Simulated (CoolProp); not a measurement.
Saturation properties of R123.

Model: reference Helmholtz-energy equation of state, Younglove 1994, in CoolProp. It is a modified Benedict-Webb-Rubin equation, recast in Helmholtz form.

| T (K) | p (bar) | liquid cp (kJ/(kg K)) | vapour Z |
|---|---|---|---|
| 300.2 | 0.9851 | 1.022 | 0.9577 |
| 305.5 | 1.191 | 1.029 | 0.9517 |
| 310.8 | 1.428 | 1.035 | 0.9453 |
| 316 | 1.696 | 1.042 | 0.9384 |
| 321.3 | 2.006 | 1.049 | 0.9308 |
| 326.5 | 2.352 | 1.057 | 0.9228 |
| 331.8 | 2.750 | 1.064 | 0.9141 |
| 337 | 3.188 | 1.072 | 0.9050 |
| 342.3 | 3.687 | 1.081 | 0.8950 |
| 347.6 | 4.243 | 1.090 | 0.8845 |
| 352.8 | 4.848 | 1.099 | 0.8735 |
| 358.1 | 5.529 | 1.109 | 0.8616 |
| 363.3 | 6.264 | 1.120 | 0.8493 |
| 368.6 | 7.087 | 1.132 | 0.8359 |
| 373.9 | 7.988 | 1.145 | 0.8219 |

It boils at 301.0 K under 1 atm.
